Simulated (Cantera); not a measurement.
An adiabatic, constant-volume homogeneous reactor starts with H2 : O2 : N2 : NO = 1 : 0.943 : 10.4 : 0.015 (molar parts), at 1723 K and 2850 Torr.

Detailed kinetics in Cantera: GRI-Mech 3.0 (53 species, 325 reactions). The hydrogen kinetics of GRI-Mech 3.0 are dated; newer H2 mechanisms differ, most at raised pressure.

One state of this run: T (K) = 2384; P (bar) = 5.05; x H2 = 0.000647; x O2 = 0.0347; x NO = 0.00457; x OH = 0.00381; x NO2 = 4.21e-6; x N2O = 1.00e-6. x: mole fraction; the columns are a selection and need not sum to one.

Q: Which value of t (s) does it belong to?
A) 0.00245
B) 2.00e-6
C) 3.44e-5
D) 0.0102

A: D, 0.0102
